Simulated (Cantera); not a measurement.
**PbO + N₂ (iron carbonyl, mercury and lead vapours)**

Feed: 1 mol PbO, 1.2 mol N₂, held at 0.133 bar.

Method: chemical equilibrium by Gibbs-energy minimisation in Cantera with the NASA 1993 tables (ideal gas, pure condensed phases). Candidate condensed phases: Pb, PbO, PbO₂, Pb₃O₄; 12 gas species. Gases not in the tables: (PbO)n polymers. Kinetics and transport are ignored.

From 227 °C to 452 °C the condensed part is PbO(red). From 527 °C to 827 °C the condensed part is PbO(yellow). From 902 °C to 977 °C the condensed part is PbO(l).

```tsv
T (°C)	x N₂	x PbO	x Pb	x O₂	x NO	x O	n PbO(red)	n PbO(yellow)	n PbO(l)
227	1.00	<1e-12	<1e-12	<1e-12	<1e-12	<1e-12	1.00	0	0
302	1.00	<1e-12	<1e-12	<1e-12	<1e-12	<1e-12	1.00	0	0
377	1.00	<1e-12	<1e-12	<1e-12	<1e-12	<1e-12	1.00	0	0
452	1.00	6.62e-12	2.28e-12	<1e-12	<1e-12	<1e-12	1.00	0	0
527	1.00	5.25e-10	1.42e-10	5.31e-11	3.59e-11	<1e-12	0	1.00	0
602	1.00	1.93e-8	4.44e-9	1.87e-9	6.92e-10	<1e-12	0	1.00	0
677	1.000	3.96e-7	8.09e-8	3.63e-8	8.22e-9	<1e-12	0	1.000	0
752	1.000	5.14e-6	9.61e-7	4.47e-7	6.72e-8	<1e-12	0	1.000	0
827	1.000	4.65e-5	8.10e-6	3.85e-6	4.10e-7	1.34e-11	0	1.000	0
902	1.000	0.000302	5.06e-5	2.43e-5	1.95e-6	1.97e-10	0	0	1.000
977	0.998	0.00137	0.000231	0.000112	7.34e-6	2.01e-9	0	0	0.998
```
x: gas mole fraction; n: condensed amount in mol.
